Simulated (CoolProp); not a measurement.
Decamethyltetrasiloxane (MD2M) along the isobar 1.01 bar: Z from the reference equation and from simpler models built on Tc = 599.4 K, pc = 11.44 bar, ω = 0.635; each cubic takes its own stable root.

The numbers come from the reference Helmholtz-energy equation of state, Thol 2017 in CoolProp.

| T (K) | phase | reference |
|---|---|---|
| 512.5 | gas | 0.9480 |
| 518.6 | gas | 0.9502 |
| 524.7 | gas | 0.9523 |
| 530.9 | gas | 0.9544 |
| 537 | gas | 0.9563 |
| 543.2 | gas | 0.9581 |
| 549.3 | gas | 0.9598 |
| 555.4 | gas | 0.9614 |
| 561.6 | gas | 0.9630 |
| 567.7 | gas | 0.9645 |
| 573.8 | gas | 0.9659 |

### Question
How far does each simpler model (Pitzer virial, Redlich-Kwong, Soave-Redlich-Kwong) lie from the reference over these 11 states: mean and median of the absolute difference, and the worst?

### Answer
- Pitzer virial: mean 0.6 %, median 0.6 %, worst -0.9 % at 512.5 K and 1.01 bar
- Redlich-Kwong: mean 0.1 %, median 0.1 %, worst +0.4 % at 512.5 K and 1.01 bar
- Soave-Redlich-Kwong: mean 0.4 %, median 0.4 %, worst -0.5 % at 512.5 K and 1.01 bar
